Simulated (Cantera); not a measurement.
Input: 1 mol Fe₂O₃, 17 mol CO, 2.3 mol H₂, held at 13.3 mbar.

Equilibrium computed with Cantera from the NASA thermochemical tables; the gas is ideal and each condensed phase is pure. Candidate condensed phases: C, C₆H₆, C₇H₈, C₈H₁₈, Fe, Fe(CO)₅, FeO, Fe(OH)₂, Fe(OH)₃, Fe₂O₃, Fe₃O₄, H₂O; 114 gas species. Rates play no part.

At 1125 °C, list the 5 most abundant gas species with their mole fractions, and the condensed phases.

CO 0.757, CO₂ 0.124, H₂ 0.0879, H₂O 0.0312, H 1.22e-5. Condensed: Fe(γ).
